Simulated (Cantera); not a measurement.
Cantera run:

```python
import numpy as np
import cantera as ct

gas_names = [...]  # 114 gases of nasa_gas.yaml made of C, Fe, H, O
cond_names = """
    C(gr) C6H6(L) C7H8(L) C8H18(L),n-octa Fe(a) Fe(c) Fe(d) Fe(L) FeC5O5(L) FeO(s) FeO(L) Fe(OH)2(s)
    Fe(OH)3(s) Fe2O3(s) Fe3O4(s) H2O(s) H2O(L)
""".split()


# ... load() reads the species with a 1 bar reference pressure and builds the phases ...
atoms = {
    'Fe(CO)5': {'Fe': 1, 'C': 5, 'O': 5},
    'CO': {'C': 1, 'O': 1},
    'H2': {'H': 2},
}
top_T = {'C(gr)': 4500, 'Fe2O3(s)': 1830, 'Fe3O4(s)': 1870}  # K; cautious upper limits of use, not melting points


# ... equilibrate(T, P, feed) seeds the gas with the atoms and calls Mixture.equilibrate('TP', solver="vcs", rtol=1e-11, max_steps=5000) ...
results = []
feed = {'Fe(CO)5': 1, 'CO': 3, 'H2': 2.2}  # mol
T = 1125  # K
P = 10000  # Pa
mix = equilibrate(T, P, feed)
results.append((T, P, feed, dict(zip(mix.species_names, mix.species_moles))))
print(gas.report(threshold=1e-05))
for i in range(1, mix.n_phases):
    print(f"{mix.phase(i).name:16s} {mix.phase_moles(i):12.5e} mol")
```

It prints:

```
       temperature   1125 K
          pressure   10000 Pa
           density   0.024008 kg/m^3
  mean mol. weight   22.456 kg/kmol
   phase of matter   gas

                          1 kg             1 kmol
                     ---------------   ---------------
          enthalpy       -2.7713e+06       -6.2232e+07  J
   internal energy       -3.1878e+06       -7.1586e+07  J
           entropy             11025        2.4758e+05  J/K
    Gibbs function       -1.5174e+07       -3.4076e+08  J
 heat capacity c_p            1478.3             33196  J/K
 heat capacity c_v              1108             24882  J/K

                      mass frac. Y      mole frac. X     chem. pot. / RT
                     ---------------   ---------------   ---------------
               CH4        9.5606e-05        0.00013382           -44.986
                CO           0.97273           0.77986           -40.285
               CO2         0.0069684         0.0035557           -78.872
                H2          0.019335           0.21537           -21.644
               H2O        0.00086646         0.0010801           -60.232
     [ +109 minor]        2.7084e-08        8.4467e-08

C(gr)             4.57021e-02 mol
Fe(a)             1.00000e+00 mol
FeC5O5(L)         0.00000e+00 mol
FeO(s)            0.00000e+00 mol
Fe(OH)2(s)        0.00000e+00 mol
Fe(OH)3(s)        0.00000e+00 mol
Fe2O3(s)          0.00000e+00 mol
Fe3O4(s)          0.00000e+00 mol
```

Method: chemical equilibrium by Gibbs-energy minimisation in Cantera with the NASA 1993 tables (ideal gas, pure condensed phases). Condensed phases not in the tables: cementite and carbon dissolved in iron.
